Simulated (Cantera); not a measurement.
**Pyrogenic steam for wet oxidation**

An isothermal, constant-pressure homogeneous reactor starts with 8.56 % H₂, 5.35 % O₂, 85.6 % N₂, 0.503 % H₂O, equivalence ratio 0.80, at 1048 K and 99000 Pa.

Model: GRI-Mech 3.0 (53 species, 325 reactions), integrated in Cantera. The temperature is held fixed by assumption; the heat of reaction is taken as removed at once.

```csv
t (s),x H₂,x O₂,x O,x H₂O,x H,x NO,x OH
6.00e-5,0.0856,0.0535,2.77e-10,0.00503,2.02e-9,<1e-12,1.06e-10
0.000190,0.0856,0.0535,4.01e-8,0.00503,2.87e-7,<1e-12,1.53e-8
0.000600,0.0131,0.0180,0.000510,0.0789,0.00308,7.79e-7,0.000491
0.00190,0.00130,0.0118,1.97e-5,0.0933,2.82e-5,8.92e-7,3.95e-5
0.00600,0.000516,0.0114,2.14e-6,0.0941,1.94e-6,8.42e-7,6.99e-6
0.0190,0.000277,0.0113,4.21e-7,0.0944,3.23e-7,7.07e-7,2.11e-6
0.0600,0.000123,0.0112,1.07e-7,0.0945,7.13e-8,5.43e-7,1.01e-6
0.190,3.86e-5,0.0112,1.70e-8,0.0946,1.01e-8,3.52e-7,4.33e-7
0.600,8.27e-6,0.0112,1.83e-9,0.0947,1.00e-9,2.43e-7,1.89e-7
1.90,8.25e-7,0.0112,1.33e-10,0.0947,5.61e-11,3.23e-7,9.62e-8
6.00,3.51e-8,0.0112,1.21e-11,0.0947,2.00e-12,5.56e-7,4.55e-8
```
x: mole fraction; the columns are a selection and need not sum to one.

Equilibrium at this temperature and pressure: H₂ 3.10e-10, O₂ 0.0112, O 6.77e-11, H₂O 0.0947, H <1e-12, NO 1.28e-5, OH 1.32e-7 (gas phase only).
